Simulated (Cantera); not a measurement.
Gas-phase reforming

A perfectly stirred reactor is fed with 48.3 % CH4, 31.9 % H2O, 19.8 % H2, at 173 Torr; it is held at 1600 K, and followed from long to short residence time.

Detailed kinetics in Cantera: GRI-Mech 3.0 (53 species, 325 reactions). GRI-Mech 3.0 stops at C3 and has no aromatics, soot or wall deposition, so with more carbon than oxygen in the feed, carbon stays in small species such as C2H2 where larger ones or solid carbon would form.

```tsv
τ (s)	x CH4	x H2O	x H2	x C2H2	x CO
9.0	0.0442	0.109	0.667	0.0861	0.0867
2.6	0.0761	0.169	0.601	0.103	0.0447
0.76	0.133	0.220	0.522	0.104	0.0165
0.22	0.226	0.258	0.427	0.0809	0.00455
0.064	0.334	0.287	0.327	0.0455	0.00104
0.019	0.419	0.306	0.252	0.0167	0.000211
0.0055	0.463	0.316	0.213	0.00305	3.90e-5
0.0016	0.479	0.318	0.201	0.000202	4.91e-6
0.00046	0.482	0.319	0.198	3.76e-6	1.67e-7
```
x: mole fraction; the columns are a selection and need not sum to one.
